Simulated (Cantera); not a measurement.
Cantera run:

```python
import numpy as np
import cantera as ct

gas_names = """
    OH N2 NH3
""".split()
cond_names = """
    ZrN(s) ZrN(L) ZrO2(a) ZrO2(b) ZrO2(L)
""".split()


# ... load() reads the species with a 1 bar reference pressure and builds the phases ...
species = {s.name: s for s in load("nasa_gas.yaml", gas_names) + load("nasa_condensed.yaml", cond_names)}
# Each term lists the table entries of one substance; the one whose range holds T is used.
reactions = {
    '12 OH(g) + 6 ZrN = N2(g) + 6 ZrO2 + 4 NH3(g)':
        [(-12, ['OH']), (-6, ['ZrN(s)', 'ZrN(L)']), (1, ['N2']), (6, ['ZrO2(a)', 'ZrO2(b)', 'ZrO2(L)']), (4, ['NH3'])],
}


def pick(names, T):
    return next(species[n] for n in names if species[n].thermo.min_temp <= T <= species[n].thermo.max_temp)


results = []
for label, terms in reactions.items():
    print(label)
    print("     T/K   dH/kJ  dS/(J/K)   dG/kJ   log10 K")
    for T in [625, 700, 775, 850, 925, 1000, 1075, 1150, 1225]:
        used = [(nu, pick(names, T)) for nu, names in terms]
        dH = sum(nu * s.thermo.h(T) for nu, s in used) / 1e6
        dS = sum(nu * s.thermo.s(T) for nu, s in used) / 1e3
        dG = dH - T * dS / 1e3
        logK = -dG * 1e6 / (ct.gas_constant * T * np.log(10))
        results.append((label, T, dH, dS, dG, logK, [s.name for _, s in used]))
        print(f"{T:8g} {dH:8.1f} {dS:8.1f} {dG:8.1f} {logK:8.2f}")
```

It prints:

```
12 OH(g) + 6 ZrN = N2(g) + 6 ZrO2 + 4 NH3(g)
     T/K   dH/kJ  dS/(J/K)   dG/kJ   log10 K
     625  -5063.6  -1209.6  -4307.6   360.00
     700  -5064.0  -1210.3  -4216.8   314.66
     775  -5063.7  -1209.9  -4126.1   278.09
     850  -5062.7  -1208.7  -4035.4   247.98
     925  -5061.2  -1206.9  -3944.8   222.76
    1000  -5059.2  -1204.9  -3854.3   201.33
    1075  -5057.0  -1202.7  -3764.1   182.89
    1150  -5054.6  -1200.6  -3673.9   166.87
    1225  -5052.0  -1198.4  -3584.0   152.82
```

Standard-state values (1 bar) from the NASA 1993 polynomials, evaluated with Cantera. ZrN: taken at fixed stoichiometry. Condensed species are held in their standard states even where they would react or evaporate.
